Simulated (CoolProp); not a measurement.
Nitrous oxide along the isobar 30300 kPa: density (kg/m³) from the reference equation and from simpler models built on Tc = 36.4 °C, pc = 7245 kPa, ω = 0.161; each cubic takes its own stable root.

Model: reference Helmholtz-energy equation of state, Lemmon 2006, in CoolProp. It is a short technical equation, of lower accuracy than the large ones.

```json
[
 {"T (°C)": "-62.75", "phase": "liquid", "reference": "1201"},
 {"T (°C)": "-33.85", "phase": "liquid", "reference": "1124"},
 {"T (°C)": "-4.85", "phase": "liquid", "reference": "1041"},
 {"T (°C)": "24.15", "phase": "liquid", "reference": "951.9"},
 {"T (°C)": "53.05", "phase": "supercritical", "reference": "854.4"},
 {"T (°C)": "82.05", "phase": "supercritical", "reference": "748.7"},
 {"T (°C)": "110.95", "phase": "supercritical", "reference": "642.1"},
 {"T (°C)": "139.95", "phase": "supercritical", "reference": "546.4"},
 {"T (°C)": "168.95", "phase": "supercritical", "reference": "470.3"},
 {"T (°C)": "197.85", "phase": "supercritical", "reference": "412.7"},
 {"T (°C)": "226.85", "phase": "supercritical", "reference": "368.7"}
]
```

**Question.** How far does each simpler model (van der Waals, Soave-Redlich-Kwong) lie from the reference over these 11 states: mean and median of the absolute difference, and the worst?

**Answer.** 
- van der Waals: mean 18.2 %, median 19.9 %, worst -34.2 % at -62.75 °C and 30300 kPa
- Soave-Redlich-Kwong: mean 7.6 %, median 7.7 %, worst -9.5 % at 110.95 °C and 30300 kPa
